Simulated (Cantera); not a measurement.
A closed system holds: 1 mol BN, 43 mol HCl, 6 mol H2O, held at 59.0 Pa.

Method: chemical equilibrium by Gibbs-energy minimisation in Cantera with the NASA 1993 tables (ideal gas, pure condensed phases). Candidate condensed phases: B, BN, B2O3, B3O3H3, H2O, NH4Cl; 49 gas species. Rates play no part.

What share of the B ends up in condensed phases as a function of T (°C), at 650, 700, 750, 800, 850, 900, 950, 1000, 1050, 1100, 1150?


```
T (°C)  B condensed (%)       as
------  ---------------  -------
650                99.3  B2O3(l)
700                98.8  B2O3(l)
750                97.2  B2O3(l)
800                93.2  B2O3(l)
850                84.2  B2O3(l)
900                65.9  B2O3(l)
950                31.5  B2O3(l)
1000                0.0        -
1050                0.0        -
1100                0.0        -
1150                0.0        -
```
